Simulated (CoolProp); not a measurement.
Cyclohexane at several states: density (kg/m³) from the reference equation and from simpler models built on Tc = 553.6 K, pc = 4.081 MPa, ω = 0.209; each cubic takes its own stable root.

Computed with CoolProp (reference Helmholtz-energy equation of state, Zhou 2014).

```json
[
 {"T (K)": "465.8", "p (MPa)": "7.14", "phase": "liquid", "reference": "610.9", "van der Waals": "?", "Redlich-Kwong": "550.9"},
 {"T (K)": "365.2", "p (MPa)": "15.8", "phase": "liquid", "reference": "728.0", "van der Waals": "477.8", "Redlich-Kwong": "678.0"},
 {"T (K)": "378.6", "p (MPa)": "0.114", "phase": "gas", "reference": "?", "van der Waals": "?", "Redlich-Kwong": "?"}
]
```

### Question
Complete the blanks.

### Answer

- 465.8, van der Waals: 404.4
- 378.6, reference: 3.153
- 378.6, van der Waals: 3.112
- 378.6, Redlich-Kwong: 3.136
